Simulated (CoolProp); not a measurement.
Properties of decamethyltetrasiloxane (MD2M) along the isotherm 326.85 °C (Tc = 326.2 °C, pc = 1144 kPa, ω = 0.635).

Values from CoolProp's reference Helmholtz-energy equation of state, Thol 2017.

| p (kPa) | phase | density (kg/m³) | cp (kJ/(kg K)) | cv (kJ/(kg K)) | Joule-Thomson coefficient (K/MPa) | isothermal compressibility (1/MPa) | fugacity coefficient |
|---|---|---|---|---|---|---|---|
| 36.2 | gas | 2.278 | 2.036 | 2.008 | 8.356 | 27.91 | 0.9899 |
| 58.4 | gas | 3.698 | 2.037 | 2.008 | 8.451 | 17.41 | 0.9837 |
| 94.4 | gas | 6.041 | 2.040 | 2.009 | 8.614 | 10.89 | 0.9737 |
| 153 | gas | 9.967 | 2.044 | 2.010 | 8.901 | 6.846 | 0.9575 |
| 246 | gas | 16.51 | 2.052 | 2.012 | 9.424 | 4.398 | 0.9320 |
| 398 | gas | 28.20 | 2.069 | 2.016 | 10.52 | 2.897 | 0.8907 |
| 643 | gas | 50.84 | 2.119 | 2.026 | 13.38 | 2.084 | 0.8242 |
| 1040 | gas | 117.4 | 2.676 | 2.066 | 31.52 | 2.768 | 0.7118 |
| 1680 | supercritical | 451.6 | 2.584 | 2.082 | 3.050 | 0.1529 | 0.5007 |
| 2710 | supercritical | 495.1 | 2.391 | 2.065 | 1.151 | 0.05756 | 0.3551 |
| 4380 | supercritical | 529.9 | 2.318 | 2.055 | 0.4772 | 0.03013 | 0.2690 |
| 7080 | supercritical | 563.3 | 2.276 | 2.049 | 0.1246 | 0.01755 | 0.2262 |
| 11400 | supercritical | 597.3 | 2.249 | 2.046 | -0.08736 | 0.01072 | 0.2232 |
